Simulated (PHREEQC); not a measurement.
**Acid mine or pickling water: speciation**

A made-up water analysis in mg/kgw, 25 °C, pH 3.61, pe 10.9:

| constituent | mg/kgw |
|---|---|
| Na | 1570 |
| K | 259 |
| Ca | 169 |
| Mg | 306 |
| Cl | 1490 |
| S(6) as SO4 | 3480 |
| Fe(3) | 14 |

Valence states are taken as typed.

Equilibrium calculation in PHREEQC: ion-association model, wateq4f.dat.

No solid was allowed to form.

### Question
Predict the ionic strength, charge-balance error.

### Answer
ionic strength 0.130 mol/kgw; charge-balance error -2.5 %.

### Question
In which forms is Na present?

### Answer
Na+ 96 %, NaSO4- 4.2 % of the Na.

The solution is supersaturated, for example in Jarosite-K, Jarosite-Na, so a real one may precipitate; this is no full list. Complexes and solids missing from the database can't appear.
